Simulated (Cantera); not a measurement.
Feed: 1 mol Si, 1.2 mol HBr, 25 mol N2, held at 1027 °C and 10000 Pa.

Equilibrium computed with Cantera from the NASA thermochemical tables; the gas is ideal and each condensed phase is pure. Candidate condensed phases: Br2, Si, Si3N4; 28 gas species. N2 is the only nitrogen source here; it is nearly inert below about 1500 K, so the nitride shown seldom forms there in practice. The tables' values for SiBr3 are old estimates; treat these amounts as uncertain. Equilibrium is a limit: real reactors are often held back by kinetics, nucleation or transport.

Base state: N2 0.954, HBr 0.0394, H2 0.00378, SiBr4 0.00156, Br 0.000539, SiBr2 0.000238, SiBr3 9.45e-5 (mole fractions); condensed: Si3N4(s).

**Question.** What changes in the equilibrium state with this change: HBr from 1.2 to 4.2 mol?

**Answer.** 
```json
[
 {"species": "N2", "before": "0.954", "after": "0.860"},
 {"species": "HBr", "before": "0.0394", "after": "0.116"},
 {"species": "H2", "before": "0.00378", "after": "0.0158"},
 {"species": "SiBr4", "before": "0.00156", "after": "0.00719"},
 {"species": "SiHBr3", "before": "4.17e-6", "after": "2.72e-5"},
 {"species": "SiBr3", "before": "9.45e-5", "after": "0.000302"},
 {"species": "SiBr2", "before": "0.000238", "after": "0.000527"},
 {"species": "Br", "before": "0.000539", "after": "0.000776"},
 {"species": "Si3N4(s), mol", "before": "0.317", "after": "0.257"}
]
```

**Question.** What changes in the equilibrium state with this change: temperature from 1027 °C to 1450 °C?

**Answer.** 
```csv
species,before,after
N2,0.954,0.951
HBr,0.0394,0.0220
H2,0.00378,0.0122
SiBr2,0.000238,0.00929
SiBr,<1e-9,2.51e-5
H,2.15e-7,6.38e-5
SiBr4,0.00156,1.22e-5
"Si3N4(s), mol",0.317,0.252
```
The tables' values for SiBr3, SiBr are old estimates; treat these amounts as uncertain.

**Question.** What changes in the equilibrium state with this change: temperature from 1027 °C to 625 °C?

**Answer.** 
```csv
species,before,after
N2,0.954,0.955
HBr,0.0394,0.0391
H2,0.00378,0.00395
Br,0.000539,9.53e-7
SiBr4,0.00156,0.00197
SiBr2,0.000238,3.21e-9
SiBr3,9.45e-5,1.04e-7
"Si3N4(s), mol",0.317,0.317
```
